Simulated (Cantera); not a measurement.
Input: 1 mol Si, 4.9 mol HCl, 86 mol N2, equilibrated at 1298 K and 11.3 Torr.

Cantera equilibrium calculation (NASA polynomials, part measured and part estimated; ideal gas, pure solids and liquids). Candidate condensed phases: NH4Cl, Si, Si3N4; 28 gas species. N2 is the only nitrogen source here; it is nearly inert below about 1500 K, so the nitride shown seldom forms there in practice. The tables' values for SiCl3 are old estimates; treat these amounts as uncertain. Rates play no part.

Base state: N2 0.948, HCl 0.0417, H2 0.00632, SiCl4 0.00237, SiCl2 0.000754, SiCl3 0.000546, SiHCl3 1.62e-5 (mole fractions); condensed: Si3N4(s).

Question: What changes in the equilibrium state with this change: temperature from 1298 K to 1100 K?

Answer: 
```tsv
species	before	after
N2	0.948	0.949
HCl	0.0417	0.0409
H2	0.00632	0.00672
SiCl4	0.00237	0.00332
SiCl2	0.000754	8.41e-6
SiCl3	0.000546	4.48e-5
SiHCl3	1.62e-5	8.05e-6
Si3N4(s), mol	0.223	0.232
```
